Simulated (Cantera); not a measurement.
Boron, boron nitride and boron oxide: B2H6 + O2 + H2

Input: 1 mol B2H6, 0.24 mol O2, 190 mol H2, at 0.00760 bar.

Method: chemical equilibrium by Gibbs-energy minimisation in Cantera with the NASA 1993 tables (ideal gas, pure condensed phases). Candidate condensed phases: B, B2O3, B3O3H3, H2O; 23 gas species. The feed counts by its element totals alone. Mutual solubility and eutectic melting of coexisting phases are not modelled. The tables' values for BH2 are old estimates; treat these amounts as uncertain. Rates play no part.

```tsv
T (°C)	x H2	x HBO	x B3O3H3	x H	x B2O2	n B(s)	n B2O3(l)
575	1.000	1.12e-7	0.000416	2.18e-10	2.28e-12	1.60	0.0798
675	1.000	2.62e-6	0.000497	6.01e-9	5.72e-10	1.58	0.0639
775	0.999	3.31e-5	0.000553	8.86e-8	4.83e-8	1.57	0.0512
875	0.999	0.000265	0.000586	8.21e-7	1.84e-6	1.55	0.0292
975	0.998	0.00128	0.000372	5.35e-6	2.78e-5	1.52	0
1075	0.998	0.00225	2.51e-5	2.65e-5	5.98e-5	1.52	0
1175	0.997	0.00236	6.68e-7	0.000106	4.83e-5	1.52	0
1275	0.997	0.00238	2.58e-8	0.000353	3.74e-5	1.52	0
```
x: gas mole fraction; n: condensed amount in mol.

From 575 °C to 875 °C the condensed part is B(s) + B2O3(l). From 975 °C to 1275 °C the condensed part is B(s). The main B-bearing gas is B3O3H3 at 575 °C and HBO at 1275 °C. The share of B in condensed phases is highest at 575 °C (88.0 %) and lowest at 1275 °C (75.9 %).
